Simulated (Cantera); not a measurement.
Input (Python, Cantera) and output of one run.

```python
import numpy as np
import cantera as ct

gas_names = [...]  # 113 gases of nasa_gas.yaml made of C, H, O, Ti
cond_names = """
    C(gr) C6H6(L) C7H8(L) C8H18(L),n-octa H2O(s) H2O(L) Ti(a) Ti(b) Ti(L) TiC(s) TiC(L) TiO(a) TiO(b)
    TiO(L) TiO2(ru) TiO2(L) Ti2O3(a) Ti2O3(b) Ti2O3(L) Ti3O5(a) Ti3O5(b) Ti3O5(L) Ti4O7(s) Ti4O7(L)
""".split()


# ... load() reads the species with a 1 bar reference pressure and builds the phases ...
atoms = {
    'TiO2': {'Ti': 1, 'O': 2},
    'CH4': {'C': 1, 'H': 4},
    'CO': {'C': 1, 'O': 1},
}
top_T = {'C(gr)': 4500}  # K; cautious upper limits of use, not melting points


# ... equilibrate(T, P, feed) seeds the gas with the atoms and calls Mixture.equilibrate('TP', solver="vcs", rtol=1e-11, max_steps=5000) ...
results = []
feed = {'TiO2': 1, 'CH4': 2.7, 'CO': 0.06}  # mol
T = 1273  # K
P = 101325  # Pa
mix = equilibrate(T, P, feed)
results.append((T, P, feed, dict(zip(mix.species_names, mix.species_moles))))
x = sorted(zip(gas.X, gas.species_names), reverse=True)
print(f"T = {T:g} K  P = {P:g} Pa  gas = {mix.phase_moles(0):.4g} mol")
print("   x: " + "  ".join(f"{s} {v:.3e}" for v, s in x if v > 1e-06))
print("   condensed (mol): " + ("  ".join(f"{mix.phase(i).name} {mix.phase_moles(i):.4g}"
      for i in range(1, mix.n_phases) if mix.phase_moles(i) > 1e-12) or "none"))
```

Result:

```
T = 1273 K  P = 101325 Pa  gas = 5.659 mol
   x: H2 9.369e-01  CO 5.412e-02  CH4 8.355e-03  H2O 6.112e-04  CO2 2.133e-05  C2H4 1.372e-06
   condensed (mol): C(gr) 2.406  Ti4O7(s) 0.25
```

These are equilibrium values from Cantera (NASA tables, ideal gas, pure condensed phases), not measurements of a reactor. Condensed phases not in the tables: Magnéli phases beyond Ti4O7.
